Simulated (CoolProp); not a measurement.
Vapour-liquid equilibrium of n-butane (1) + trans-2-butene (2) at 21 kPa; x and y are mole fractions of (1).

Values from CoolProp's multi-fluid Helmholtz-energy mixture model, Bücker 2006 and Lemmon 2005; pair parameters Bell 2016.

Question: Give the bubble temperature and the first vapour's composition at x = 0.05, 0.15, 0.45. Is there an azeotrope?

Answer: x = 0.05: -34.5 °C, y = 0.059; x = 0.15: -34.8 °C, y = 0.169; x = 0.45: -35.4 °C, y = 0.469. No azeotrope shows between x = 0.05 and 0.95.

Pair parameters are fitted to limited data, so mixtures are less certain than the pure fluids.
